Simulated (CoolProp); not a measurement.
Saturation properties of R1336mzz(E) (Tc = 130.4 °C, pc = 27.79 bar, ω = 0.413).

Values from CoolProp's reference Helmholtz-energy equation of state, Akasaka 2023.

```csv
T (°C),p (bar),enthalpy of vaporisation (kJ/kg),vapour Z
2.95,0.8264,156.0,0.9578
11.45,1.169,151.7,0.9457
20.05,1.620,147.1,0.9313
28.55,2.188,142.5,0.9148
37.05,2.898,137.6,0.8959
45.65,3.783,132.4,0.8741
54.15,4.848,127.0,0.8497
62.65,6.125,121.1,0.8224
71.15,7.641,114.8,0.7918
79.75,9.448,107.8,0.7570
88.25,11.53,100.1,0.7184
```

It boils at 7.9 °C under 1 atm.
